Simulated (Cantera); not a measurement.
A perfectly stirred reactor is fed with C2H6 : N2 = 1 : 13 (molar parts), at 360 Pa; it is held at 1275 K, and followed from long to short residence time.

Computed with Cantera and GRI-Mech 3.0 (53 species, 325 reactions). GRI-Mech 3.0 stops at C3 and has no aromatics, soot or wall deposition, so with more carbon than oxygen in the feed, carbon stays in small species such as C2H2 where larger ones or solid carbon would form. Radical loss at walls, strong at low pressure, is not modelled.

What does this change do: temperature 1275 to 1650 K?


| quantity | before | after |
|---|---|---|
| x(C2H6) at τ = 2.90 s | 0.00345 | 5.15e-5 |
| x(CH2) at τ = 2.90 s | 7.35e-8 | 4.16e-6 |
| x(C2H2) at τ = 2.90 s | 0.0335 | 0.0588 |
| x(H) at τ = 2.90 s | 3.74e-5 | 0.000730 |
| x(CH3) at τ = 2.90 s | 0.000300 | 0.000861 |
| x(C2H6) at τ = 49.0 ms | 0.0576 | 0.00248 |
| x(CH2) at τ = 49.0 ms | 2.42e-7 | 2.27e-5 |
| x(C2H2) at τ = 49.0 ms | 0.000419 | 0.0397 |
| x(H) at τ = 49.0 ms | 2.27e-5 | 0.000925 |
| x(CH3) at τ = 49.0 ms | 0.000922 | 0.00616 |

What does this change do: pressure from 360 Pa to 13300 Pa?


```csv
quantity,before,after
x(C2H6) at τ = 2.90 s,0.00345,0.000514
x(CH2) at τ = 2.90 s,7.35e-8,7.97e-10
x(C2H2) at τ = 2.90 s,0.0335,0.0497
x(H) at τ = 2.90 s,3.74e-5,7.38e-6
x(CH3) at τ = 2.90 s,0.000300,1.88e-5
x(C2H6) at τ = 49.0 ms,0.0576,0.0143
x(CH2) at τ = 49.0 ms,2.42e-7,1.19e-8
x(C2H2) at τ = 49.0 ms,0.000419,0.0137
x(H) at τ = 49.0 ms,2.27e-5,1.24e-5
x(CH3) at τ = 49.0 ms,0.000922,0.000103
```

What does this change do: C2H6 1 to 0.35 parts?


```
quantity                  before     after
----------------------  --------  --------
x(C2H6) at τ = 2.90 s    0.00345   0.00158
x(CH2) at τ = 2.90 s     7.35e-8   9.40e-8
x(C2H2) at τ = 2.90 s     0.0335    0.0133
x(H) at τ = 2.90 s       3.74e-5   3.09e-5
x(CH3) at τ = 2.90 s    0.000300  0.000206
x(C2H6) at τ = 49.0 ms    0.0576    0.0227
x(CH2) at τ = 49.0 ms    2.42e-7   1.76e-7
x(C2H2) at τ = 49.0 ms  0.000419   7.38e-5
x(H) at τ = 49.0 ms      2.27e-5   1.54e-5
x(CH3) at τ = 49.0 ms   0.000922  0.000472
```
